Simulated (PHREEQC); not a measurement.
Consider water at 25 °C with 0.2 mol CuSO4 and 0.0026 mol KCl per kg of water. Closed to the air; pH follows from the charge balance.

Model: ion-association model, phreeqc.dat, run in PHREEQC.

| quantity | before | after |
|---|---|---|
| pH | 4.43 | 4.18 |
| ionic strength (mol/kgw) | 0.384 | 0.376 |
| Cl- (mol/kgw) | 0.00243 | 0.00217 |
| K+ (mol/kgw) | 0.00228 | 0.00217 |
| SI of Sylvite (KCl) | -6.51 | -6.71 |

Q: Which change was made?
A. KCl from 0.0026 to 0.00234 mol/kgw
B. CuSO4 left out
C. KCl from 0.0026 to 0.00286 mol/kgw
D. temperature from 25 to 50 °C
E. KCl from 0.0026 to 0.0039 mol/kgw

A: D, temperature from 25 to 50 °C

This is a speciation only: nothing precipitates in the calculation. Constants without temperature data keep their 25 °C values here.
